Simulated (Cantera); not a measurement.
A Cantera script and its output.

```python
import numpy as np
import cantera as ct

gas = ct.Solution("gri30.yaml", transport_model="mixture-averaged")
show = ['H2', 'O', 'OH']

rows = []
print(f"{'T/K':>7s}{'rho':>11s}{'cp':>10s}{'mu':>11s}{'lambda':>11s}{'Pr':>7s}" + "".join(f"{'D_' + s:>11s}" for s in show))
for T in [400, 650, 900, 1150, 1400, 1650]:
    gas.TPX = T, 100000, {'CO2': 0.55, 'O2': 0.5}
    Pr = gas.cp_mass * gas.viscosity / gas.thermal_conductivity
    D = [gas.mix_diff_coeffs_mole[gas.species_index(s)] for s in show]
    rows.append([gas.density, gas.cp_mass, gas.viscosity, gas.thermal_conductivity, Pr, *D])
    print(f"{T:7g}{gas.density:11.4e}{gas.cp_mass:10.1f}{gas.viscosity:11.4e}"
          f"{gas.thermal_conductivity:11.4e}{Pr:7.3f}" + "".join(f"{d:11.4e}" for d in D))
print("SI units: kg/m3, J/kg/K, Pa s, W/m/K, m2/s")
```

Result:

```
    T/K        rho        cp         mu     lambda     Pr       D_H2        D_O       D_OH
    400 1.1513e+00     939.3 2.2080e-05 2.9083e-02  0.713 1.2055e-04 4.8080e-05 4.7064e-05
    650 7.0849e-01    1068.8 3.2270e-05 4.7929e-02  0.720 2.7398e-04 1.1102e-04 1.0868e-04
    900 5.1169e-01    1152.0 4.0782e-05 6.4942e-02  0.723 4.7187e-04 1.9235e-04 1.8829e-04
   1150 4.0045e-01    1205.3 4.8292e-05 8.0309e-02  0.725 7.0929e-04 2.8994e-04 2.8381e-04
   1400 3.2894e-01    1242.0 5.5126e-05 9.4416e-02  0.725 9.8301e-04 4.0240e-04 3.9390e-04
   1650 2.7910e-01    1268.8 6.1470e-05 1.0758e-01  0.725 1.2906e-03 5.2875e-04 5.1759e-04
SI units: kg/m3, J/kg/K, Pa s, W/m/K, m2/s
```

Computed with Cantera and GRI-Mech 3.0 (53 species, 325 reactions).
